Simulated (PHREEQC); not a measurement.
Dissolve 0.06 mol (NH4)2HPO4 and 0.00016 mol NH4Br per kg of water at 75 °C. Closed to the air; pH follows from the charge balance.

All values are PHREEQC results (ion-association model, wateq4f.dat), not measurements.

Precipitation was switched off in this run.

Task: What pH, ionic strength does the model give?

Result: pH 7.20; ionic strength 0.151 mol/kgw.

Task: In which forms is P present?

Result: HPO4-2 76 %, H2PO4- 24 % of the P.

H3PO4, which wateq4f.dat lacks, is added to it with the constant of phreeqc.dat. At this temperature some constants are extrapolated from 25 °C, and those without enthalpy data are left unchanged.
